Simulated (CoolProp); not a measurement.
The fluid at 319.49 K and 1.61 MPa is compressed adiabatically to 9.22 MPa with isentropic efficiency 0.8. The same conditions are run with several fluids, on thermodynamics alone (safety and materials aside).

Computed with CoolProp (reference Helmholtz-energy equation of state of each fluid (C2F6 (R116): Lemmon 2006; hydrogen chloride: Thol 2018; oxygen: Schmidt 1985)).

**Question.** Rank C2F6 (R116), hydrogen chloride, oxygen by work (kJ/kg), highest first.

**Answer.** oxygen (235), hydrogen chloride (190), C2F6 (R116) (35.1)

```json
[
 {"fluid": "C2F6 (R116)", "final temperature (K)": "392.2", "final density (kg/m³)": "528"},
 {"fluid": "hydrogen chloride", "final temperature (K)": "573.6", "final density (kg/m³)": "74.5"},
 {"fluid": "oxygen", "final temperature (K)": "565.8", "final density (kg/m³)": "61.3"}
]
```

Above 300 K oxygen's equation is extrapolated.
